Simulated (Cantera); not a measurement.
An isothermal, constant-pressure homogeneous reactor starts with 1.30 % C2H6, 98.7 % N2, at 1173 K and 0.540 Torr.

Model: GRI-Mech 3.0 (53 species, 325 reactions), integrated in Cantera. GRI-Mech 3.0 stops at C3 and has no aromatics, soot or wall deposition, so with more carbon than oxygen in the feed, carbon stays in small species such as C2H2 where larger ones or solid carbon would form. Radical loss at walls, strong at low pressure, is not modelled.

x: mole fraction; the columns are a selection and need not sum to one.

```tsv
t (s)	x C2H6	x CH3	x H	x HCN	x CH4	x C2H2
4.00e-6	0.0130	7.86e-10	<1e-12	<1e-12	<1e-12	<1e-12
1.19e-5	0.0130	(withheld)	<1e-12	<1e-12	<1e-12	<1e-12
3.56e-5	0.0130	(withheld)	<1e-12	<1e-12	<1e-12	<1e-12
0.000106	0.0130	(withheld)	<1e-12	<1e-12	1.63e-12	<1e-12
0.000317	0.0130	(withheld)	2.95e-12	<1e-12	1.45e-11	<1e-12
0.000948	0.0130	(withheld)	1.20e-11	<1e-12	1.29e-10	<1e-12
0.00283	0.0130	(withheld)	1.12e-10	<1e-12	1.14e-9	<1e-12
0.00844	0.0130	(withheld)	1.65e-9	<1e-12	1.02e-8	<1e-12
0.0252	0.0130	(withheld)	2.02e-8	<1e-12	8.98e-8	<1e-12
0.0752	0.0130	(withheld)	1.99e-7	<1e-12	7.80e-7	1.96e-11
0.224	0.0129	(withheld)	1.47e-6	1.96e-11	6.52e-6	8.40e-9
0.670	0.0124	(withheld)	4.17e-6	1.11e-9	5.52e-5	1.30e-6
2.00	0.00989	(withheld)	8.17e-6	6.06e-9	0.000456	5.75e-5
```

Problem. Fill in the missing entries.

Solution. 
- 1.19e-5, x CH3: 2.35e-9
- 3.56e-5, x CH3: 7.00e-9
- 0.000106, x CH3: 2.09e-8
- 0.000317, x CH3: 6.23e-8
- 0.000948, x CH3: 1.86e-7
- 0.00283, x CH3: 5.54e-7
- 0.00844, x CH3: 1.65e-6
- 0.0252, x CH3: 4.86e-6
- 0.0752, x CH3: 1.40e-5
- 0.224, x CH3: 3.82e-5
- 0.670, x CH3: 0.000108
- 2.00, x CH3: 0.000234
